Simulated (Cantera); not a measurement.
Input: 1 mol SiHCl3, 34 mol N2, at 1150 K and 13.3 mbar.

These are equilibrium values from Cantera (NASA tables, ideal gas, pure condensed phases), not measurements of a reactor. N2 is the only nitrogen source here; it is nearly inert below about 1500 K, so the nitride shown seldom forms there in practice. The tables' values for SiCl3 are old estimates; treat these amounts as uncertain. Rates play no part.

```
species          before     after
-------------  --------  --------
N2                0.958     0.958
HCl              0.0261    0.0252
SiCl4            0.0145    0.0149
H2              0.00118   0.00160
SiCl2           7.34e-5   1.09e-5
SiCl3          0.000312  0.000122
SiHCl3          1.34e-5   1.92e-5
Si3N4(s), mol     0.158     0.157
```
Gas species are given as mole fractions.

Task: What was changed between the two runs?
(A) SiHCl3 replaced by SiH2Cl2
(B) N2 from 34 to 1.8 mol
(C) N2 from 34 to 0.25 mol
(D) pressure from 13.3 mbar to 0.133 bar

Result: D, pressure from 13.3 mbar to 0.133 bar
